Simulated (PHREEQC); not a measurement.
Metal-bearing waste water: speciation

Dissolve 0.059 mol/kgw Al2(SO4)3 and 0.034 mol/kgw (NH4)2SO4 at 85 °C. Closed to the air; pH follows from the charge balance.

Computed with PHREEQC (ion-association model, wateq4f.dat).

Precipitation was switched off in this run.

Q: Predict the pH.

A: pH 3.44.

Q: In which forms is S present?

A: Al(SO4)2- 35 %, AlSO4+ 34 %, SO4-2 25 %, NH4SO4- 4.6 %, HSO4- 1.5 % of the S.

Examples of supersaturated solids here: Boehmite (slow to form), Gibbsite (slow to form). Others may be too. Away from 25 °C the constants follow the database's enthalpies or fits; those with neither stay at their 25 °C values.
